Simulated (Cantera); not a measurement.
Input (Python, Cantera):

```python
import numpy as np
import cantera as ct

gas = ct.Solution("gri30.yaml")
gas.TPX = 1998, 100000, {'C2H6': 1, 'N2': 160}
reactor = ct.IdealGasConstPressureReactor(gas, energy="off", clone=False)
net = ct.ReactorNet([reactor])
net.rtol, net.atol = 1e-08, 1e-18
show = ['C2H6', 'C2H', 'HCN', 'CH2', 'CH3', 'CH4']
times = np.geomspace(2e-05, 200, 14)

steps = ct.SolutionArray(gas, extra=["t"])
rows = []
print(f"{'t/s':>10s}{'T/K':>9s}{'P/Pa':>11s}" + "".join(f"{s:>11s}" for s in show))
for t in times:
    while net.time < t:
        t_next = net.step()
        steps.append(gas.state, t=t_next)
    rows.append([np.interp(t, steps.t, y) for y in (steps.T, steps.P, *steps(*show).X.T)])
    print(f"{t:10.3e}{rows[-1][0]:9.1f}{rows[-1][1]:11.4g}" + "".join(f"{x:11.3e}" for x in rows[-1][2:]))
rate = np.gradient(steps.T, steps.t)
print("integrator steps:", len(steps.t))
if steps.T.max() > steps.T[0] + 200:
    print(f"time of steepest temperature rise: {steps.t[rate.argmax()]:.4e} s")
gas.TPX = 1998, 100000, {'C2H6': 1, 'N2': 160}
gas.equilibrate("TP")
print(f"equilibrium (TP): T = {gas.T:.1f} K  " + "  ".join(f"{s} {gas[s].X[0]:.3e}" for s in show))
```

Output:

```
       t/s      T/K       P/Pa       C2H6        C2H        HCN        CH2        CH3        CH4
 2.000e-05   1998.0      1e+05  6.355e-05  6.968e-06  5.534e-05  5.104e-05  2.172e-03  9.003e-04
 6.910e-05   1998.0      1e+05  3.096e-06  3.934e-06  1.019e-04  1.440e-05  5.322e-04  8.037e-04
 2.388e-04   1998.0      1e+05  5.434e-07  2.036e-06  1.218e-04  4.035e-06  2.130e-04  6.088e-04
 8.249e-04   1998.0      1e+05  1.455e-07  1.477e-06  1.343e-04  1.648e-06  1.083e-04  4.186e-04
 2.850e-03   1998.0      1e+05  3.406e-08  1.491e-06  1.522e-04  8.461e-07  5.254e-05  2.009e-04
 9.848e-03   1998.0      1e+05  3.307e-09  1.566e-06  1.796e-04  2.876e-07  1.644e-05  5.984e-05
 3.403e-02   1998.0      1e+05  1.140e-10  1.607e-06  2.057e-04  5.569e-08  3.055e-06  1.082e-05
 1.176e-01   1998.0      1e+05  1.733e-12  1.632e-06  2.158e-04  6.088e-09  3.221e-07  1.121e-06
 4.062e-01   1998.0      1e+05  7.811e-13  1.636e-06  2.178e-04  3.006e-09  1.588e-07  5.508e-07
 1.403e+00   1998.0      1e+05  6.845e-13  1.635e-06  2.228e-04  2.481e-09  1.313e-07  4.553e-07
 4.849e+00   1998.0      1e+05  6.954e-13  1.633e-06  2.400e-04  2.549e-09  1.349e-07  4.677e-07
 1.675e+01   1998.0      1e+05  7.348e-13  1.625e-06  2.982e-04  2.781e-09  1.471e-07  5.101e-07
 5.789e+01   1998.0      1e+05  8.499e-13  1.599e-06  4.899e-04  3.370e-09  1.782e-07  6.179e-07
 2.000e+02   1998.0      1e+05  1.096e-12  1.521e-06  1.066e-03  4.395e-09  2.323e-07  8.054e-07
integrator steps: 1501
equilibrium (TP): T = 1998.0 K  C2H6 1.519e-13  C2H 8.061e-08  HCN 1.167e-02  CH2 1.950e-09  CH3 1.030e-07  CH4 3.571e-07
```

Detailed kinetics in Cantera: GRI-Mech 3.0 (53 species, 325 reactions). GRI-Mech 3.0 stops at C3 and has no aromatics, soot or wall deposition, so with more carbon than oxygen in the feed, carbon stays in small species such as C2H2 where larger ones or solid carbon would form.
